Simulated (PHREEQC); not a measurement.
## Nickel, zinc or cadmium bath (model solution)

Make-up at 25 °C: 0.12 mol ZnCl2 and 0.22 mol H2SO4 per kg of water. Closed to the air; pH follows from the charge balance.

Computed with PHREEQC (ion-association model, wateq4f.dat).

Each row changes one thing in this solution. This is a speciation only: nothing precipitates in the calculation.

```csv
case,pH,ionic strength (mol/kgw),Cl- (mol/kgw),Zn+2 (mol/kgw),ZnCl+ (mol/kgw),ZnCl2 (mol/kgw),SI of Zincite(c) (ZnO),SI of Zn(OH)2-e (Zn(OH)2)
as made,0.68,0.564,0.225,0.0817,0.0118,0.000998,-11.49,-11.86
ZnCl2 from 0.12 to 0.24 mol/kgw,0.67,0.831,0.418,0.158,0.0381,0.00516,-11.28,-11.65
H2SO4 left out,4.93,0.320,0.218,0.101,0.0167,0.00164,-2.81,-3.18
diluted 2-fold with water,0.94,0.294,0.116,0.0416,0.00374,0.000199,-11.17,-11.53
0.096 mol/kgw Zn(NO3)2 added,0.67,0.816,0.216,0.159,0.0199,0.00140,-11.27,-11.64
```

The ionic strength passes 0.7 mol/kgw, the rough limit of the ion-association models, in ZnCl2 from 0.12 to 0.24 mol/kgw; 0.096 mol/kgw Zn(NO3)2 added. Complexes and solids missing from the database can't appear.
